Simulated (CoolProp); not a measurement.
n-decane at several states: fugacity coefficient from the reference equation and from simpler models built on Tc = 344.5 °C, pc = 2101 kPa, ω = 0.488; each cubic takes its own stable root.

The numbers come from the reference Helmholtz-energy equation of state, Lemmon 2006 in CoolProp. It is a short technical equation, of lower accuracy than the large ones.

```json
[
 {"T (°C)": "21.95", "p (kPa)": "10100", "phase": "liquid", "reference": "___", "van der Waals": "0.01779", "Soave-Redlich-Kwong": "___"},
 {"T (°C)": "212.25", "p (kPa)": "6720", "phase": "liquid", "reference": "___", "van der Waals": "0.1705", "Soave-Redlich-Kwong": "___"},
 {"T (°C)": "218.85", "p (kPa)": "4220", "phase": "liquid", "reference": "0.07478", "van der Waals": "0.2199", "Soave-Redlich-Kwong": "0.08055"}
]
```

Question: Fill in the missing entries.

Answer: 
- 21.95, reference: 3.236e-5
- 21.95, Soave-Redlich-Kwong: 3.765e-5
- 212.25, reference: 0.04830
- 212.25, Soave-Redlich-Kwong: 0.05332
